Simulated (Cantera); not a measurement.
An adiabatic, constant-volume homogeneous reactor starts with CH₄ : O₂ : N₂ = 1 : 1.67 : 6.27 (molar parts), at 1325 K and 5.00 bar.

Cantera simulation using GRI-Mech 3.0 (53 species, 325 reactions); the numbers are that mechanism's predictions, not measurements. Above 3000 K some thermodynamic fits are extrapolated.

Predict: time of steepest temperature rise; temperature at 0.800 s; equilibrium temperature; x(O₂) at 0.800 s; x(H) at 0.800 s.


- time of steepest temperature rise: 2.24 ms
- temperature at 0.800 s: 3022 K
- equilibrium temperature: 3022 K
- x(O₂) at 0.800 s: 0.00539 (gas-phase equilibrium 0.00539)
- x(H) at 0.800 s: 0.00871 (gas-phase equilibrium 0.00871)
